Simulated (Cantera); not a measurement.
A perfectly stirred reactor is fed with H₂ : O₂ : N₂ = 0.52 : 1 : 1.6 (molar parts), equivalence ratio 0.26, at 0.780 atm; it is held at 1250 K, and followed from long to short residence time.

Model: GRI-Mech 3.0 (53 species, 325 reactions), integrated in Cantera. The temperature is held fixed by assumption; the heat of reaction is taken as removed at once.

Problem. What does this change do: 0.12 parts H2O added?

Solution. 
| quantity | before | after |
|---|---|---|
| x(H₂) at τ = 23.0 s | 9.19e-6 | 9.15e-6 |
| x(O₂) at τ = 23.0 s | 0.259 | 0.248 |
| x(NO) at τ = 23.0 s | 4.00e-7 | 2.63e-7 |
| x(N₂O) at τ = 23.0 s | 3.25e-7 | 2.65e-7 |
| x(O) at τ = 23.0 s | 1.34e-6 | 1.08e-6 |
| x(H₂) at τ = 0.300 s | 0.000172 | 0.000173 |
| x(O₂) at τ = 0.300 s | 0.259 | 0.248 |
| x(NO) at τ = 0.300 s | 2.97e-7 | 2.20e-7 |
| x(N₂O) at τ = 0.300 s | 8.38e-7 | 7.68e-7 |
| x(O) at τ = 0.300 s | 2.72e-5 | 2.19e-5 |
